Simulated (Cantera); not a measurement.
## Thermodynamics of silicon epitaxy and polysilicon growth, feed SiCl4 + Cl2 + H2

Feed: 1 mol SiCl4, 0.042 mol Cl2, a varied amount of H2, held at 1698 K and 101000 Pa.

Cantera equilibrium calculation (NASA polynomials, part measured and part estimated; ideal gas, pure solids and liquids). Candidate condensed phases: Si; 19 gas species. The tables' values for SiCl3 are old estimates; treat these amounts as uncertain. Gases not in the tables: Si2H6 and higher silanes. The numbers say what is thermodynamically allowed, not how fast it happens.

From 24 mol H2 to 860 mol H2 the condensed part is Si(l). The main Si-bearing gas is SiCl2 throughout. The share of Si in condensed phases is highest at 860 mol H2 (91.8 %) and lowest at 24 mol H2 (12.2 %).

| n(H2) (mol) | x H2 | x HCl | x SiCl2 | x SiCl3 | x SiHCl3 | x SiCl4 | n Si(l) |
|---|---|---|---|---|---|---|---|
| 24 | 0.880 | 0.0861 | 0.0302 | 0.00227 | 0.000663 | 0.000337 | 0.122 |
| 38 | 0.917 | 0.0649 | 0.0165 | 0.000914 | 0.000272 | 0.000100 | 0.282 |
| 60 | 0.944 | 0.0473 | 0.00850 | 0.000338 | 0.000102 | 2.66e-5 | 0.437 |
| 93 | 0.962 | 0.0338 | 0.00428 | 0.000121 | 3.69e-5 | 6.74e-6 | 0.572 |
| 150 | 0.975 | 0.0228 | 0.00192 | 3.63e-5 | 1.12e-5 | 1.36e-6 | 0.694 |
| 230 | 0.983 | 0.0157 | 0.000903 | 1.17e-5 | 3.62e-6 | 3.01e-7 | 0.780 |
| 350 | 0.989 | 0.0107 | 0.000419 | 3.70e-6 | 1.15e-6 | 6.46e-8 | 0.842 |
| 550 | 0.993 | 0.00703 | 0.000179 | 1.03e-6 | 3.20e-7 | 1.18e-8 | 0.889 |
| 860 | 0.995 | 0.00458 | 7.58e-5 | 2.85e-7 | 8.84e-8 | 2.12e-9 | 0.918 |
x: gas mole fraction; n: condensed amount in mol.
